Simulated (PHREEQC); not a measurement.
Make-up at 22 °C: 4 mmol/kgw CuSO4, 180 mmol/kgw HF and 0.19 mmol/kgw H3BO3. Closed to the air; pH follows from the charge balance.

The numbers come from PHREEQC with the ion-association model, phreeqc.dat.

| Quantity | Value |
|---|---|
| pH | 1.88 |
| ionic strength | 0.0271 mol/kgw |
| total alkalinity | -180 meq/kg |

```
species    molality  activity   log γ
---------  --------  --------  ------
HF            0.157     0.158   0.003
H+           0.0149    0.0131  -0.056
F-           0.0100   0.00852  -0.070
HF2-        0.00589   0.00504  -0.068
Cu+2        0.00327   0.00183  -0.252
SO4-2       0.00205   0.00111  -0.264
HSO4-       0.00155   0.00133  -0.068
CuSO4      0.000405  0.000408   0.003
CuF+       0.000322  0.000276  -0.068
BF4-       0.000190  0.000162  -0.068
BF3OH-      4.15e-7   3.55e-7  -0.068
BF2(OH)2-   3.21e-9   2.75e-9  -0.068
CuOH+       1.64e-9   1.40e-9  -0.069
```

No solid was allowed to form. Real BF4- forms and hydrolyses slowly; the run takes it at equilibrium.
